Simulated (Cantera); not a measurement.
**Gas-phase reforming**

An isothermal, constant-pressure homogeneous reactor starts with 37.0 % CH4, 63.0 % CO2, at 2050 K and 0.740 bar.

Computed with Cantera and GRI-Mech 3.0 (53 species, 325 reactions).

```csv
t (s),x CH4,x CO2,x C2H2,x CH2,x H2,x CO,x C2H6
8.00e-5,0.189,0.534,0.0402,2.46e-5,0.158,0.0272,0.000721
0.000186,0.100,0.436,0.0845,1.79e-5,0.229,0.0788,0.000211
0.000433,0.0419,0.313,0.105,1.51e-5,0.218,0.176,5.12e-5
0.00101,0.0130,0.183,0.105,1.49e-5,0.166,0.303,9.94e-6
0.00234,0.00757,0.115,0.0785,1.15e-5,0.177,0.393,3.99e-6
0.00544,0.00615,0.0797,0.0458,6.43e-6,0.227,0.456,1.96e-6
0.0126,0.00396,0.0554,0.0189,3.00e-6,0.274,0.503,6.44e-7
0.0294,0.00151,0.0425,0.00363,9.13e-7,0.305,0.529,8.16e-8
0.0684,7.04e-5,0.0392,6.02e-5,3.95e-8,0.315,0.535,1.77e-10
0.159,4.20e-9,0.0391,1.02e-9,2.44e-12,0.315,0.535,<1e-12
0.370,2.63e-9,0.0391,3.50e-12,1.54e-12,0.315,0.535,<1e-12
0.860,2.63e-9,0.0391,3.50e-12,1.54e-12,0.315,0.535,<1e-12
2.00,2.63e-9,0.0391,3.50e-12,1.54e-12,0.315,0.535,<1e-12
```
x: mole fraction; the columns are a selection and need not sum to one.

Equilibrium at this temperature and pressure: CH4 2.95e-9, CO2 0.0391, C2H2 3.93e-12, CH2 1.72e-12, H2 0.315, CO 0.535, C2H6 <1e-12 (gas phase only).
